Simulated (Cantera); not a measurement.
Transport properties of process gases

Gas mixture: N2 : H2O = 0.63 : 0.95 (molar parts), at 760 Torr, frozen composition.

Cantera's kinetic-theory transport with the Lennard-Jones parameters of GRI-Mech 3.0, ideal gas; thermal conductivity in the mixture-averaged form. Polar gases are described roughly by these parameters.

| T (K) | ρ (kg/m³) | cp (J/kg/K) | μ (µPa s) | λ (mW/m/K) | Pr | D (cm²/s) OH | D (cm²/s) CH4 | D (cm²/s) O |
|---|---|---|---|---|---|---|---|---|
| 400 | 0.670 | 1468 | 17.3 | 35.3 | 0.722 | 0.586 | 0.388 | 0.597 |
| 650 | 0.413 | 1559 | 26.8 | 58.6 | 0.713 | 1.38 | 0.939 | 1.40 |
| 900 | 0.298 | 1675 | 35.5 | 84.0 | 0.708 | 2.40 | 1.66 | 2.44 |
| 1150 | 0.233 | 1789 | 43.5 | 110 | 0.707 | 3.63 | 2.54 | 3.70 |
| 1400 | 0.192 | 1888 | 51.0 | 136 | 0.707 | 5.06 | 3.54 | 5.14 |
| 1650 | 0.163 | 1972 | 58.0 | 161 | 0.708 | 6.65 | 4.68 | 6.77 |
| 1900 | 0.141 | 2042 | 64.6 | 186 | 0.709 | 8.41 | 5.93 | 8.56 |
| 2150 | 0.125 | 2100 | 70.9 | 210 | 0.710 | 10.3 | 7.29 | 10.5 |
| 2400 | 0.112 | 2146 | 76.8 | 232 | 0.710 | 12.4 | 8.76 | 12.6 |
D: mixture-averaged diffusion coefficient of that species in the mixture.
